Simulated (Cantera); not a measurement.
A freely propagating, adiabatic, planar premixed flame of H₂ : O₂ : N₂ = 1 : 0.227 : 0.855 (molar parts), unburnt at 648 K and 0.220 bar; mixture-averaged transport, grid criteria slope 0.08 and curve 0.16, no radiation.

Detailed kinetics in Cantera: the H2/O2 subset of GRI-Mech 3.0, which has no nitrogen chemistry. Burning velocities carry a grid error of a few per cent, more on coarse grids.

**Question.** What does this change do: N2 0.855 to 0.67 parts?

**Answer.** 
```csv
quantity,before,after
laminar burning velocity,846 cm/s,958 cm/s
thermal thickness,3.35 mm,3.19 mm
peak x(H),0.127,0.144
peak x(O),0.00453,0.00534
peak x(HO₂),5.34e-5,5.89e-5
```
